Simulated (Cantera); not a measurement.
Input: 1 mol FeS₂, 1.4 mol H₂, 13 mol N₂, at 1700 K.

Method: chemical equilibrium by Gibbs-energy minimisation in Cantera with the NASA 1993 tables (ideal gas, pure condensed phases). Candidate condensed phases: Fe, FeS, FeS₂, S; 16 gas species. FeS: taken at fixed stoichiometry. Rates play no part.

Problem. What share of the Fe ends up in condensed phases as a function of P (Pa), at 10, 42, 180, 750, 3200, 13000, 56000, 240000, 1000000?

Solution. 
| P (Pa) | Fe condensed (%) | as |
|---|---|---|
| 10 | 0.0 | - |
| 42 | 76.5 | Fe(δ) |
| 180 | 94.6 | Fe(δ) |
| 750 | 98.9 | FeS(l) |
| 3200 | 99.9 | FeS(l) |
| 13000 | 100.0 | FeS(l) |
| 56000 | 100.0 | FeS(l) |
| 240000 | 100.0 | FeS(l) |
| 1000000 | 100.0 | FeS(l) |
